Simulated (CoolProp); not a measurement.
Aqueous propylene glycol as a coolant, 16 % by mass, freezing at -5.3 °C, 1 atm.

Computed with CoolProp (Melinder's fits for secondary coolants).

```csv
T (°C),viscosity (mPa s),cp (kJ/(kg K)),density (kg/m³),conductivity (W/(m K))
-3.6,4.16,3.979,1016,0.484
4.9,2.95,?,1015,0.495
13.5,?,4.007,1013,?
22,1.66,4.021,1011,0.515
30.5,1.31,?,1008,0.524
```

**Question.** Fill in the missing entries.

**Answer.** 
- 4.9, cp (kJ/(kg K)): 3.992
- 13.5, viscosity (mPa s): 2.17
- 13.5, conductivity (W/(m K)): 0.505
- 30.5, cp (kJ/(kg K)): 4.037
